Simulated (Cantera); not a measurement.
## Stirred combustor or abatement burner

A perfectly stirred reactor is fed with CH₄ : CO : O₂ : N₂ = 1 : 1.4 : 7.9 : 21.2 (molar parts), equivalence ratio 0.34, at 210000 Pa; it is adiabatic with a 375 K inlet, and is followed from long to short residence time, starting on the burning branch (τ in s: 0.3, 0.083, 0.023, 0.0061, 0.0017, 0.00045, 0.00012, 3.4e-05, 9.2e-06).

Computed with Cantera and GRI-Mech 3.0 (53 species, 325 reactions).

```tsv
τ (s)	T (K)	x CH₄	x CO	x O₂	x OH	x N₂O	x H₂O	x HCN
0.30	1498	7.81e-6	0.000222	0.169	0.000191	1.02e-6	0.0648	5.37e-10
0.083	1494	1.82e-5	0.000545	0.169	0.000280	1.63e-6	0.0647	7.45e-10
0.023	1486	4.26e-5	0.00135	0.169	0.000403	1.96e-6	0.0645	7.73e-10
0.0061	1466	0.000109	0.00362	0.170	0.000547	1.75e-6	0.0642	6.47e-10
0.0017	1394	0.000393	0.0118	0.174	0.000520	1.02e-6	0.0630	5.46e-10
0.00045	375	0.0317	0.0444	0.251	<1e-12	<1e-12	<1e-12	<1e-12
0.00012	375	0.0317	0.0444	0.251	<1e-12	<1e-12	<1e-12	<1e-12
3.4e-5	375	0.0317	0.0444	0.251	<1e-12	<1e-12	<1e-12	<1e-12
9.2e-6	375	0.0317	0.0444	0.251	<1e-12	<1e-12	<1e-12	<1e-12
```
x: mole fraction; the columns are a selection and need not sum to one.
